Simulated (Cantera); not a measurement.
A closed system holds: 1 mol SiCl4, 0.21 mol O3, 0.9 mol H2O, equilibrated at 0.350 bar.

Method: chemical equilibrium by Gibbs-energy minimisation in Cantera with the NASA 1993 tables (ideal gas, pure condensed phases). Candidate condensed phases: H2O, Si, SiO2; 30 gas species. The tables hold silica as quartz up to 1696 K and as liquid above; real silica turns to tridymite and cristobalite and melts near 1996 K. The numbers say what is thermodynamically allowed, not how fast it happens.

Q: Which condensed phases are stable at each of these points (T (°C)): 500, 600, 700, 800, 900, 1000, 1100, 1200, 1300, 1400, 1500, 1600, 1700?

A: 
| T (°C) | condensed phases | Si condensed (%) |
|---|---|---|
| 500 | SiO2(α-quartz) | 76.5 |
| 600 | SiO2(β-quartz) | 76.5 |
| 700 | SiO2(β-quartz) | 76.5 |
| 800 | SiO2(β-quartz) | 76.5 |
| 900 | SiO2(β-quartz) | 76.5 |
| 1000 | SiO2(β-quartz) | 76.5 |
| 1100 | SiO2(β-quartz) | 76.5 |
| 1200 | SiO2(β-quartz) | 76.5 |
| 1300 | SiO2(β-quartz) | 76.5 |
| 1400 | SiO2(β-quartz) | 76.5 |
| 1500 | SiO2(condensed) | 76.5 |
| 1600 | SiO2(condensed) | 76.5 |
| 1700 | SiO2(condensed) | 76.5 |

At 500 °C the condensed part is SiO2(α-quartz). From 600 °C to 1400 °C the condensed part is SiO2(β-quartz). From 1500 °C to 1700 °C the condensed part is SiO2(condensed).
